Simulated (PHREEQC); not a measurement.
0.13 g of hydrous ferric oxide (600 m²/g; 0.2 weak and 0.005 strong sites per Fe, Dzombak-Morel constants, diffuse double layer) in 1 kg of water with 0.1 mol/kgw of an inert sodium salt, at 25 °C; the pH is set by adding NaOH or the inert anion's acid. Oxygen is held at 0.21 atm. No CO2 enters from the air. No solid was allowed to form.

Model: ion-association model, wateq4f.dat, run in PHREEQC.

| pH | surface charge σ (C/m²) | surface potential ψ (mV) |
|---|---|---|
| 4 | 0.321 | 147 |
| 4.5 | [?] | 138 |
| 5 | 0.215 | [?] |
| 5.5 | 0.159 | [?] |
| 6 | 0.111 | 93 |
| 6.5 | 0.074 | [?] |
| 7 | 0.045 | 52 |
| 7.5 | 0.022 | 29 |
| 8 | 0.004 | 5 |
| 8.5 | -0.014 | [?] |
| 9 | -0.034 | -42 |
| 9.5 | -0.060 | -65 |
| 10 | -0.094 | -85 |
| 10.5 | -0.137 | [?] |
| 11 | -0.190 | [?] |
| 11.5 | -0.249 | -133 |
| 12 | -0.306 | -141 |

Question: What belongs in the gaps?

Answer: 
- 4.5, surface charge σ (C/m²): 0.273
- 5, surface potential ψ (mV): 126
- 5.5, surface potential ψ (mV): 111
- 6.5, surface potential ψ (mV): 74
- 8.5, surface potential ψ (mV): -19
- 10.5, surface potential ψ (mV): -104
- 11, surface potential ψ (mV): -120
